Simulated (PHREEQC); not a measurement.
Dissolve 0.0016 mol/kgw HCl, 0.00016 mol/kgw MnSO4 and 0.00013 mol/kgw MgSO4 at 71 °C. Closed to the air; pH follows from the charge balance.

All values are PHREEQC results (ion-association model, phreeqc.dat), not measurements.

This is a speciation only: nothing precipitates in the calculation.

Problem. Estimate the pH, ionic strength.

Solution. pH 2.84; ionic strength 0.00254 mol/kgw.

Problem. In which forms is Mg present?

Solution. Mg+2 93 %, MgSO4 7.5 % of the Mg.

Complexes and solids missing from the database can't appear. Constants without temperature data keep their 25 °C values here.
